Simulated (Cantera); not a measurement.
## Equilibrium for aluminium nitride and oxide growth: Al + NH₃ + H₂

Input: 1 mol Al, 0.47 mol NH₃, 5.9 mol H₂, held at 13300 Pa.

These are equilibrium values from Cantera (NASA tables, ideal gas, pure condensed phases), not measurements of a reactor. Candidate condensed phases: Al, AlN; 13 gas species. Mutual solubility and eutectic melting of coexisting phases are not modelled. Kinetics and transport are ignored.

```csv
T (K),x H₂,x Al,x H,x AlH,x Al₂,x N₂,n Al(s),n AlN(s),n Al(l)
750,1.00,<1e-12,<1e-12,<1e-12,<1e-12,<1e-12,0.530,0.470,0
825,1.00,<1e-12,2.17e-11,5.39e-12,<1e-12,<1e-12,0.530,0.470,0
900,1.00,5.43e-12,3.20e-10,1.17e-10,<1e-12,<1e-12,0.530,0.470,0
975,1.00,1.44e-10,3.13e-9,1.47e-9,<1e-12,<1e-12,0,0.470,0.530
1050,1.00,2.28e-9,2.22e-8,1.23e-8,<1e-12,<1e-12,0,0.470,0.530
1125,1.00,2.48e-8,1.22e-7,7.66e-8,<1e-12,<1e-12,0,0.470,0.530
1200,1.000,1.99e-7,5.40e-7,3.78e-7,1.65e-12,<1e-12,0,0.470,0.530
1275,1.000,1.25e-6,2.02e-6,1.54e-6,2.33e-11,<1e-12,0,0.470,0.530
1350,1.000,6.33e-6,6.53e-6,5.33e-6,2.43e-10,<1e-12,0,0.470,0.530
1425,1.000,2.70e-5,1.87e-5,1.62e-5,1.97e-9,1.02e-11,0,0.470,0.530
1500,1.000,9.91e-5,4.82e-5,4.36e-5,1.28e-8,1.64e-10,0,0.470,0.529
1575,0.999,0.000321,0.000114,0.000107,6.94e-8,2.03e-9,0,0.470,0.527
```
x: gas mole fraction; n: condensed amount in mol.

From 750 K to 900 K the condensed part is Al(s) + AlN(s). From 975 K to 1575 K the condensed part is Al(l) + AlN(s).
